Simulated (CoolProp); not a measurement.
Saturation properties of carbon dioxide (Tc = 304.1 K, pc = 73.77 bar, ω = 0.224).

Computed with CoolProp (reference Helmholtz-energy equation of state, Span 1996).

```json
[
 {"T (K)": "236.3", "p (bar)": "11.26", "vapour density (kg/m³)": "29.24", "liquid cp (kJ/(kg K))": "2.028", "surface tension (mN/m)": "12.0"},
 {"T (K)": "240.5", "p (bar)": "13.05", "vapour density (kg/m³)": "33.88", "liquid cp (kJ/(kg K))": "(withheld)", "surface tension (mN/m)": "(withheld)"},
 {"T (K)": "244.6", "p (bar)": "14.99", "vapour density (kg/m³)": "38.97", "liquid cp (kJ/(kg K))": "2.084", "surface tension (mN/m)": "10.2"},
 {"T (K)": "248.7", "p (bar)": "17.13", "vapour density (kg/m³)": "44.69", "liquid cp (kJ/(kg K))": "2.120", "surface tension (mN/m)": "9.30"},
 {"T (K)": "252.8", "p (bar)": "19.48", "vapour density (kg/m³)": "51.12", "liquid cp (kJ/(kg K))": "2.161", "surface tension (mN/m)": "8.45"},
 {"T (K)": "256.9", "p (bar)": "22.07", "vapour density (kg/m³)": "(withheld)", "liquid cp (kJ/(kg K))": "2.211", "surface tension (mN/m)": "7.61"},
 {"T (K)": "261.1", "p (bar)": "24.97", "vapour density (kg/m³)": "(withheld)", "liquid cp (kJ/(kg K))": "2.273", "surface tension (mN/m)": "6.77"},
 {"T (K)": "265.2", "p (bar)": "28.07", "vapour density (kg/m³)": "75.95", "liquid cp (kJ/(kg K))": "2.346", "surface tension (mN/m)": "5.97"}
]
```

Task: What belongs in the gaps?

Result: 
- 240.5, liquid cp (kJ/(kg K)): 2.054
- 240.5, surface tension (mN/m): 11.1
- 256.9, vapour density (kg/m³): 58.35
- 261.1, vapour density (kg/m³): 66.71

Surface tension comes from a separate correlation (Mulero 2012).
